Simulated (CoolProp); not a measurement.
Properties of methanol along the isobar 47100 kPa.

Model: reference Helmholtz-energy equation of state, de Reuck 1993, in CoolProp.

```csv
T (K),phase,Z,cp (kJ/(kg K)),Joule-Thomson coefficient (K/MPa),Prandtl number
393,liquid,___,3.150,-0.2322,3.81
404.5,liquid,___,3.246,-0.2142,___
416.1,liquid,0.5993,___,-0.1951,3.46
427.6,liquid,0.5920,3.446,-0.1752,3.31
439.1,liquid,0.5855,3.548,___,3.18
450.7,liquid,0.5801,3.653,-0.1318,3.06
462.2,liquid,0.5756,3.760,-0.1081,2.95
473.8,liquid,0.5721,3.868,___,2.84
485.3,liquid,0.5696,3.977,-0.05506,2.74
```

Problem. Complete the blanks.

Solution. 
- 393, Z: 0.6171
- 404.5, Z: 0.6078
- 404.5, Prandtl number: 3.62
- 416.1, cp (kJ/(kg K)): 3.345
- 439.1, Joule-Thomson coefficient (K/MPa): -0.1542
- 473.8, Joule-Thomson coefficient (K/MPa): -0.08248

Viscosity comes from a separate model (Xiang 2006). Thermal conductivity comes from a separate model (Sykioti 2013).
